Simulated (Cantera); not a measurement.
# B₂O₃ + SiCl₄ + N₂ + F₂ (oxide etching and cleaning by halides)

Input: 1 mol B₂O₃, 4.3 mol SiCl₄, 16 mol N₂, 0.62 mol F₂, at 775 °C.

Method: chemical equilibrium by Gibbs-energy minimisation in Cantera with the NASA 1993 tables (ideal gas, pure condensed phases). Candidate condensed phases: B, BN, B₂O₃, Si, SiO₂, Si₂N₂O, Si₃N₄; 57 gas species. The tables' values for BOCl are old estimates; treat these amounts as uncertain. The numbers say what is thermodynamically allowed, not how fast it happens.

```
P (Pa)   x N₂  x SiCl₄  x BCl₃   x Cl₂      x Cl   x BF₃     x BOF  x B₃O₃Cl₃  n SiO₂(β-quartz)
------  -----  -------  ------  ------  --------  ------  --------  ---------  ----------------
1       0.733    0.131  0.0686  0.0140    0.0289  0.0149   0.00789    2.02e-5              1.41
4.20    0.739    0.130  0.0718  0.0202    0.0169  0.0163   0.00409    4.78e-5              1.45
18      0.743    0.130  0.0734  0.0243   0.00897  0.0170   0.00204   0.000106              1.47
75      0.745    0.130  0.0740  0.0266   0.00460  0.0174   0.00101   0.000222              1.48
320     0.746    0.130  0.0737  0.0278   0.00228  0.0175  0.000489   0.000452              1.48
1300    0.747    0.131  0.0727  0.0284   0.00114  0.0175  0.000240   0.000865              1.47
5600    0.747    0.132  0.0705  0.0287  0.000553  0.0174  0.000112    0.00161              1.44
24000   0.748    0.134  0.0668  0.0289  0.000268  0.0172   5.18e-5    0.00279              1.40
100000  0.749    0.137  0.0619  0.0289  0.000131  0.0168   2.37e-5    0.00438              1.34
```
x: gas mole fraction; n: condensed amount in mol.

From 1.00 Pa to 1.00 bar the condensed part is SiO₂(β-quartz). The main B-bearing gas is BCl₃ throughout.
